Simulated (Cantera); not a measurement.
An isothermal, constant-pressure homogeneous reactor starts with C2H6 : N2 : H2O = 1 : 21 : 0.49 (molar parts), at 1350 K and 0.00120 bar.

Cantera simulation using GRI-Mech 3.0 (53 species, 325 reactions); the numbers are that mechanism's predictions, not measurements. GRI-Mech 3.0 stops at C3 and has no aromatics, soot or wall deposition, so with more carbon than oxygen in the feed, carbon stays in small species such as C2H2 where larger ones or solid carbon would form. Radical loss at walls, strong at low pressure, is not modelled.

**Question.** Predict: x(C2H6) at 3.00 s; x(H) at 3.00 s; x(C2H4) at 3.00 s; x(C2H2) at 3.00 s; x(CH3) at 3.00 s.

**Answer.** x(C2H6) at 3.00 s: 4.84e-6 (gas-phase equilibrium 8.29e-12)
x(H) at 3.00 s: 1.89e-5 (gas-phase equilibrium 2.29e-5)
x(C2H4) at 3.00 s: 0.00710 (gas-phase equilibrium 2.05e-6)
x(C2H2) at 3.00 s: 0.0271 (gas-phase equilibrium 0.0104)
x(CH3) at 3.00 s: 9.99e-5 (gas-phase equilibrium 9.44e-8)
